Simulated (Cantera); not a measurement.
Charge: 1 mol Ti(OiPr)4, 0.66 mol CH4, a varied amount of H2, equilibrated at 54.8 Torr.

Method: chemical equilibrium by Gibbs-energy minimisation in Cantera with the NASA 1993 tables (ideal gas, pure condensed phases). Candidate condensed phases: C, C6H6, C7H8, C8H18, H2O, Ti, TiC, TiO, TiO2, Ti2O3, Ti3O5, Ti4O7; 113 gas species. The feed counts by its element totals alone. Mutual solubility and eutectic melting of coexisting phases are not modelled. TiC: taken at fixed stoichiometry. Condensed phases not in the tables: Magnéli phases beyond Ti4O7. Kinetics and transport are ignored.

Stable condensed phases, one row left out:

```
T in K \ n(H2) in mol
          34  68 100 140 170 200 240 270 300 340
   2273    A   A   A   A   A   A   A   A   A   A
   2173    A   A   A   A   A   A   A   A   A   A
   2073    A   A   A   A   A   A   A   A   A   A
   1973    A   A   A   A   A   A   A   A   A   A
   1873    A   A   A   A   A   A   A   A   A   A
   1773    A   A   A   A   A   A   A   A   A   A
   1673    A   A   A   A   A   A   A   A   A   A
   1573    A   A   A   A   A   A   A   A   A   A
   1473    A   A   A   A   A   A   A   A   A   A
   1373    A   A   A   A   A   A   A   A   A   A
   1273    A   A   A   A   A   A   A   A   A   A
   1073    B   B   C   C   C   C   C   C   C   C
```

A: C + TiC; B: C + TiO2; C: C + Ti4O7.

Task: Give the row for 1173 K.

Result: 34: C + Ti3O5; 68: C + Ti3O5; 100: C + Ti3O5; 140: C + Ti3O5; 170: C + Ti3O5; 200: C + Ti3O5; 240: C + TiC + Ti3O5; 270: C + TiC + Ti3O5; 300: C + TiC + Ti3O5; 340: C + TiC + Ti3O5.
